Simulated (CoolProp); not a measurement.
CH2F2 (R32) along the isobar 63.2 bar: fugacity coefficient from the reference equation and from simpler models built on Tc = 351.3 K, pc = 57.83 bar, ω = 0.277; each cubic takes its own stable root.

Computed with CoolProp (reference Helmholtz-energy equation of state, Tillner-Roth 1997).

```tsv
T (K)	phase	reference	van der Waals	Redlich-Kwong	Peng-Robinson
313	liquid	0.3216	0.4788	0.3923	0.3373
321.1	liquid	0.3737	0.5168	0.4414	0.3909
329.3	liquid	0.4298	0.5551	0.4919	0.4478
337.4	liquid	0.4876	0.5925	0.5419	0.5053
345.5	liquid	0.5466	0.6289	0.5907	0.5622
353.7	supercritical	0.6051	0.6636	0.6365	0.6158
361.8	supercritical	0.6457	0.6921	0.6700	0.6523
369.9	supercritical	0.6752	0.7124	0.6942	0.6794
378.1	supercritical	0.7007	0.7300	0.7152	0.7032
386.2	supercritical	0.7230	0.7454	0.7338	0.7242
394.3	supercritical	0.7431	0.7594	0.7505	0.7433
402.5	supercritical	0.7615	0.7724	0.7660	0.7610
410.6	supercritical	0.7780	0.7842	0.7800	0.7770
418.7	supercritical	0.7932	0.7952	0.7929	0.7918
426.9	supercritical	0.8073	0.8055	0.8050	0.8057
435	supercritical	0.8201	0.8151	0.8161	0.8185
```
